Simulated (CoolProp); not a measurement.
Vapour-liquid equilibrium of dimethyl ether (1) + n-pentane (2) at 0.0656 MPa; x and y are mole fractions of (1).

Computed with CoolProp (multi-fluid Helmholtz-energy mixture model, Wu 2011 and Thol 2019; pair parameters Bell 2016).

Task: Give the bubble temperature and the first vapour's composition at x = 0.05, 0.275, 0.875. Is there an azeotrope?

Result: x = 0.05: 290.8 K, y = 0.248; x = 0.275: 261.8 K, y = 0.851; x = 0.875: 240.7 K, y = 0.985. No azeotrope shows between x = 0.05 and 0.95.

The pair parameters rest on a limited set of measurements; away from them the model extrapolates. The gap from Raoult's law changes sign with composition, which may be real or a fault of the pair parameters; it wasn't checked against measurements.
